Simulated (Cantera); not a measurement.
Feed: 1 mol Si3N4, 0.022 mol CO2, 17 mol N2, equilibrated at 777 °C and 12.0 Torr.

Equilibrium computed with Cantera from the NASA thermochemical tables; the gas is ideal and each condensed phase is pure. Candidate condensed phases: C, Si, SiC, SiO2, Si2N2O, Si3N4; 34 gas species. Mutual solubility and eutectic melting of coexisting phases are not modelled. The numbers say what is thermodynamically allowed, not how fast it happens.

Base state: N2 1.00 (mole fractions); condensed: C(graphite) + Si2N2O(s) + Si3N4(s).

Task: What changes in the equilibrium state with this change: temperature from 777 °C to 1350 °C?

Result: 
```
species            before     after
----------------  -------  --------
N2                   1.00     0.998
CO                1.72e-8   0.00126
SiO                 <1e-9  0.000258
C(graphite), mol   0.0220         0
Si2N2O(s), mol     0.0440    0.0181
Si3N4(s), mol       0.971     0.986
SiC(s), mol             0  0.000503
```
